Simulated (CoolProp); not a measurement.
Vapour-liquid equilibrium of ethylene (1) + carbon dioxide (2) at 995 kPa; x and y are mole fractions of (1).

The numbers come from the multi-fluid Helmholtz-energy mixture model, Smukala 2000 and Span 1996; pair parameters Bell 2016 in CoolProp.

```csv
x,"bubble temperature, mixture model (K)","bubble temperature, Raoult's law (K)","y, mixture model","y, Raoult's law"
0.05,230.6,232.3,0.115,0.071
0.125,228.0,231.4,0.243,0.173
0.2,226.2,230.5,0.337,0.269
0.275,224.8,229.6,0.411,0.360
0.35,223.7,228.7,0.473,0.446
0.425,222.9,227.8,0.529,0.526
0.5,222.2,226.9,0.582,0.602
0.575,221.7,226.0,0.635,0.673
0.65,221.3,225.1,0.688,0.740
0.725,221.0,224.3,0.745,0.803
0.8,220.9,223.4,0.806,0.861
0.875,220.9,222.6,0.872,0.916
0.95,221.0,221.7,0.946,0.968
```

The largest gap from Raoult's law is -5.0 K in bubble temperature, at x = 0.35. y crosses x between x = 0.8 and 0.875: the model has an azeotrope there.

Pair parameters are fitted to limited data, so mixtures are less certain than the pure fluids.
